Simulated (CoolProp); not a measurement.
CH2F2 (R32) at 293.15 K and 0.796 MPa is throttled through a valve to 0.266 MPa with no heat exchange. Each further row changes one setting.

Values from CoolProp's reference Helmholtz-energy equation of state, Tillner-Roth 1997.

| case | temperature change (K) | final density (kg/m³) |
|---|---|---|
| as stated | -15.3 | 6.26 |
| outlet pressure 0.0798 MPa | -21.6 | 1.86 |
| outlet pressure 0.346 MPa | -12.7 | 8.17 |
